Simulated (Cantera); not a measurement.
Charge: 1 mol Al, a varied amount of NH₃, 4.2 mol H₂, held at 1677 °C and 0.220 bar.

Cantera equilibrium calculation (NASA polynomials, part measured and part estimated; ideal gas, pure solids and liquids). Candidate condensed phases: Al, AlN; 13 gas species. Mutual solubility and eutectic melting of coexisting phases are not modelled. Kinetics and transport are ignored.

Which condensed phases are stable at each of these points (n(NH₃) (mol)): 0.21, 0.28, 0.38, 0.5, 0.67, 0.89, 1.2, 1.6, 2.1, 2.8, 3.7?


```json
[
 {"n(NH₃) (mol)": "0.21", "condensed phases": "Al(l) + AlN(s)", "Al condensed (%)": "90.9"},
 {"n(NH₃) (mol)": "0.28", "condensed phases": "Al(l) + AlN(s)", "Al condensed (%)": "90.7"},
 {"n(NH₃) (mol)": "0.38", "condensed phases": "Al(l) + AlN(s)", "Al condensed (%)": "90.4"},
 {"n(NH₃) (mol)": "0.5", "condensed phases": "Al(l) + AlN(s)", "Al condensed (%)": "90.0"},
 {"n(NH₃) (mol)": "0.67", "condensed phases": "Al(l) + AlN(s)", "Al condensed (%)": "89.5"},
 {"n(NH₃) (mol)": "0.89", "condensed phases": "AlN(s)", "Al condensed (%)": "89.0"},
 {"n(NH₃) (mol)": "1.2", "condensed phases": "AlN(s)", "Al condensed (%)": "99.6"},
 {"n(NH₃) (mol)": "1.6", "condensed phases": "AlN(s)", "Al condensed (%)": "99.7"},
 {"n(NH₃) (mol)": "2.1", "condensed phases": "AlN(s)", "Al condensed (%)": "99.7"},
 {"n(NH₃) (mol)": "2.8", "condensed phases": "AlN(s)", "Al condensed (%)": "99.7"},
 {"n(NH₃) (mol)": "3.7", "condensed phases": "AlN(s)", "Al condensed (%)": "99.7"}
]
```

From 0.21 mol NH₃ to 0.67 mol NH₃ the condensed part is Al(l) + AlN(s). From 0.89 mol NH₃ to 3.7 mol NH₃ the condensed part is AlN(s).
